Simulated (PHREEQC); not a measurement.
Dissolve 0.1 mol/kgw Cu(NO3)2 and 3.3e-05 mol/kgw Na2SO4 at 25 °C. Closed to the air; pH follows from the charge balance.

Computed with PHREEQC (ion-association model, wateq4f.dat).

```
quantity                          before    after
-------------------------------  -------  -------
pH                                  4.22     4.59
Cu2(OH)2+2 (mol/kgw)             3.48e-5  1.28e-5
CuOH+ (mol/kgw)                  6.97e-6  4.42e-6
Cu(OH)2 (mol/kgw)                1.55e-7  2.83e-7
SI of Cu2(OH)3NO3 (Cu2(OH)3NO3)    -0.54    -1.05
SI of Tenorite (CuO)               -0.72    -0.48
```

Question: Name the change that produced these shifts.
(A) temperature from 25 to 20 °C
(B) Cu(NO3)2 from 0.1 to 0.5 mol/kgw
(C) diluted 5-fold with water
(D) Na2SO4 replaced by Cs2SO4 at the same molality
(E) Na2SO4 left out

Answer: C, diluted 5-fold with water

No solid was allowed to form.
